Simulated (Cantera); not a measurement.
# Thermodynamics of roasting and sulfation, feed MgO + SO3 + O2

Charge: 1 mol MgO, 0.065 mol SO3, 0.25 mol O2, at 0.0100 bar.

Method: chemical equilibrium by Gibbs-energy minimisation in Cantera with the NASA 1993 tables (ideal gas, pure condensed phases). Candidate condensed phases: Mg, MgO, MgS, MgSO4, S; 14 gas species. Mutual solubility and eutectic melting of coexisting phases are not modelled. Equilibrium is a limit: real reactors are often held back by kinetics, nucleation or transport.

```json
[
 {"T (°C)": "677", "x O2": "1.000", "x SO2": "0.000261", "x SO3": "8.76e-5", "x O": "3.18e-10", "x SO": "<1e-12", "x Mg": "<1e-12", "x MgO": "<1e-12", "x O3": "<1e-12", "n MgO(s)": "0.935", "n MgSO4(s)": "0.0649"},
 {"T (°C)": "777", "x O2": "0.973", "x SO2": "0.0244", "x SO3": "0.00249", "x O": "6.60e-9", "x SO": "2.69e-12", "x Mg": "<1e-12", "x MgO": "<1e-12", "x O3": "2.16e-12", "n MgO(s)": "0.942", "n MgSO4(s)": "0.0580"},
 {"T (°C)": "877", "x O2": "0.812", "x SO2": "0.181", "x SO3": "0.00641", "x O": "7.49e-8", "x SO": "4.43e-10", "x Mg": "<1e-12", "x MgO": "<1e-12", "x O3": "6.85e-12", "n MgO(s)": "1.00", "n MgSO4(s)": "0"},
 {"T (°C)": "977", "x O2": "0.813", "x SO2": "0.184", "x SO3": "0.00290", "x O": "6.24e-7", "x SO": "5.66e-9", "x Mg": "<1e-12", "x MgO": "<1e-12", "x O3": "2.28e-11", "n MgO(s)": "1.00", "n MgSO4(s)": "0"},
 {"T (°C)": "1077", "x O2": "0.813", "x SO2": "0.186", "x SO3": "0.00147", "x O": "3.80e-6", "x SO": "4.91e-8", "x Mg": "<1e-12", "x MgO": "<1e-12", "x O3": "6.34e-11", "n MgO(s)": "1.00", "n MgSO4(s)": "0"},
 {"T (°C)": "1177", "x O2": "0.813", "x SO2": "0.186", "x SO3": "0.000818", "x O": "1.81e-5", "x SO": "3.15e-7", "x Mg": "<1e-12", "x MgO": "<1e-12", "x O3": "1.54e-10", "n MgO(s)": "1.00", "n MgSO4(s)": "0"},
 {"T (°C)": "1277", "x O2": "0.813", "x SO2": "0.187", "x SO3": "0.000491", "x O": "7.06e-5", "x SO": "1.59e-6", "x Mg": "1.41e-11", "x MgO": "2.19e-11", "x O3": "3.33e-10", "n MgO(s)": "1.00", "n MgSO4(s)": "0"},
 {"T (°C)": "1377", "x O2": "0.813", "x SO2": "0.187", "x SO3": "0.000314", "x O": "0.000233", "x SO": "6.57e-6", "x Mg": "4.42e-10", "x MgO": "4.82e-10", "x O3": "6.57e-10", "n MgO(s)": "1.00", "n MgSO4(s)": "0"},
 {"T (°C)": "1477", "x O2": "0.812", "x SO2": "0.187", "x SO3": "0.000212", "x O": "0.000674", "x SO": "2.31e-5", "x Mg": "9.29e-9", "x MgO": "7.42e-9", "x O3": "1.20e-9", "n MgO(s)": "1.00", "n MgSO4(s)": "0"}
]
```
x: gas mole fraction; n: condensed amount in mol.

From 677 °C to 777 °C the condensed part is MgO(s) + MgSO4(s). From 877 °C to 1477 °C the condensed part is MgO(s).
